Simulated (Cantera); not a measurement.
A perfectly stirred reactor is fed with NH3 : N2 : H2 = 1 : 16 : 0.031 (molar parts), at 0.300 bar; it is held at 1700 K, and followed from long to short residence time.

Computed with Cantera and the gas-phase N/H chemistry of the illustrative SiF4/NH3 mechanism in the Surface Chemkin manual (1991). Walls and surfaces, which speed up NH3 decomposition in real reactors, are not modelled.

Problem. Predict: x(NH3) at τ = 8.20 s; x(N2) at τ = 8.20 s; x(N) at τ = 8.20 s; x(H2) at τ = 8.20 s; x(N2H4) at τ = 8.20 s; x(NH3) at τ = 61.0 ms; x(N2) at τ = 61.0 ms; x(N) at τ = 61.0 ms; x(H2) at τ = 61.0 ms; x(N2H4) at τ = 61.0 ms.

Solution. 
| Quantity | Result |
|---|---|
| x(NH3) at τ = 8.20 s | 0.0202 |
| x(N2) at τ = 8.20 s | 0.923 |
| x(N) at τ = 8.20 s | 7.26e-8 |
| x(H2) at τ = 8.20 s | 0.0563 |
| x(N2H4) at τ = 8.20 s | 1.30e-9 |
| x(NH3) at τ = 61.0 ms | 0.0576 |
| x(N2) at τ = 61.0 ms | 0.939 |
| x(N) at τ = 61.0 ms | 1.61e-8 |
| x(H2) at τ = 61.0 ms | 0.00334 |
| x(N2H4) at τ = 61.0 ms | 9.28e-9 |
